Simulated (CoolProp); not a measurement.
Vapour-liquid equilibrium of acetone (1) + n-decane (2) at 1.84 bar; x and y are mole fractions of (1).

The numbers come from the multi-fluid Helmholtz-energy mixture model, Lemmon 2006 and Lemmon 2006; pair parameters Bell 2016 in CoolProp.

Q: Give the bubble temperature and the first vapour's composition at x = 0.05, 0.575, 0.8. Is there an azeotrope?

A: x = 0.05: 442.0 K, y = 0.519; x = 0.575: 358.4 K, y = 0.980; x = 0.8: 353.5 K, y = 0.988. No azeotrope shows between x = 0.05 and 0.95.

Pair parameters are fitted to limited data, so mixtures are less certain than the pure fluids. With so large a gap from Raoult's law the liquid may split in two, which this calculation doesn't test in full.
